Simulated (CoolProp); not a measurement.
Vapour-liquid equilibrium of CH2F2 (R32) (1) + R152A (2) at 1.42 MPa; x and y are mole fractions of (1).

Model: multi-fluid Helmholtz-energy mixture model, Tillner-Roth 1997 and Outcalt 1996; pair parameters Bell 2016, in CoolProp.

| x | bubble temperature (°C) | y at the bubble point | dew temperature at overall composition x (°C) | liquid density (mol/L) |
|---|---|---|---|---|
| 0.05 | 54.8 | 0.096 | 56.2 | 12.50 |
| 0.125 | 50.7 | 0.225 | 53.9 | 12.93 |
| 0.2 | 47.0 | 0.340 | 51.6 | 13.37 |
| 0.275 | 43.4 | 0.441 | 49.1 | 13.82 |
| 0.35 | 40.1 | 0.530 | 46.6 | 14.27 |
| 0.425 | 37.0 | 0.609 | 44.0 | 14.74 |
| 0.5 | 34.1 | 0.680 | 41.2 | 15.23 |
| 0.575 | 31.4 | 0.742 | 38.4 | 15.73 |
| 0.65 | 28.9 | 0.799 | 35.4 | 16.24 |
| 0.725 | 26.5 | 0.850 | 32.2 | 16.78 |
| 0.8 | 24.2 | 0.896 | 28.8 | 17.34 |
| 0.875 | 22.0 | 0.938 | 25.2 | 17.93 |
| 0.95 | 20.0 | 0.976 | 21.4 | 18.54 |

No azeotrope shows between x = 0.05 and 0.95.

The pair parameters rest on a limited set of measurements; away from them the model extrapolates.
